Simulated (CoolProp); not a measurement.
A closed Brayton cycle with dry air: compressor inlet 315.15 K and 0.86 MPa, high pressure 2.91 MPa, turbine inlet 985 K, compressor efficiency 0.89, turbine efficiency 0.85, recuperator effectiveness 0.95 (on enthalpy, no pinch check). Each further row changes one setting.

Model: reference Helmholtz-energy equation of state, Lemmon 2000, in CoolProp. It is a pseudo-pure fit of the blend.

| case | thermal efficiency (%) | net work (kJ/kg) | compressor to turbine work | compressor exit (K) | turbine exit (K) |
|---|---|---|---|---|---|
| as stated | … | 104 | 0.59 | 462.2 | 759.2 |
| turbine inlet 935 K | 35.8 | 91.2 | 0.62 | 462.2 | … |
| compressor inlet 325.15 K | … | 99.5 | 0.61 | 476.6 | 759.2 |
| high pressure 2.47 MPa | 40.3 | … | … | 439.5 | 786.1 |
| recuperator effectiveness 0.5 | 25.4 | 104 | 0.59 | 462.2 | 759.2 |

Complete the blanks.


- as stated, thermal efficiency (%): 38.6
- turbine inlet 935 K, turbine exit (K): 719.0
- compressor inlet 325.15 K, thermal efficiency (%): 37.0
- high pressure 2.47 MPa, net work (kJ/kg): 97.9
- high pressure 2.47 MPa, compressor to turbine work: 0.56
